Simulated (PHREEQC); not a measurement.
0.11 g of hydrous ferric oxide (600 m²/g; 0.2 weak and 0.005 strong sites per Fe, Dzombak-Morel constants, diffuse double layer) in 1 kg of water with 0.05 mol/kgw of an inert sodium salt and 0.00065 mmol/kgw PbCl2 and 0.018 mmol/kgw CaCl2, at 25 °C; the pH is set by adding NaOH or the inert anion's acid. Oxygen alone is held at its pressure in air (log pO2 = -0.68). CO2 from the air is kept out. Nothing may precipitate in this run.

The series has 13 steps of pH, from 3 to 11.

Equilibrium calculation in PHREEQC: ion-association model, wateq4f.dat.

Problem. Near which pH is half of the Pb sorbed, and on which side is more sorbed?

Solution. Near pH 4.1, with more sorbed at higher pH.

Problem. Near which pH is half of the Ca sorbed, and on which side is more sorbed?

Solution. Near pH 8.9, with more sorbed at higher pH.

The oxide is taken as insoluble; below pH 4 it would dissolve.
